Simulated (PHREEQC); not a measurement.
Metal-bearing waste water

Dissolve 0.00048 mol FeSO4 and 2.1e-05 mol NaF per kg of water at 91 °C. Closed to the air; pH follows from the charge balance.

Equilibrium calculation in PHREEQC: ion-association model, phreeqc.dat.

This is a speciation only: nothing precipitates in the calculation.

### Question
Estimate the pH, specific conductance.

### Answer
pH 5.65; specific conductance 310 µS/cm.

### Question
In which forms is Fe present?

### Answer
Fe+2 88 %, FeSO4 12 %, FeOH+ 0.6 % of the Fe.

At this temperature some constants are extrapolated from 25 °C, and those without enthalpy data are left unchanged. Fluoro complexes past AlF4- and FeF3 are missing from the database.
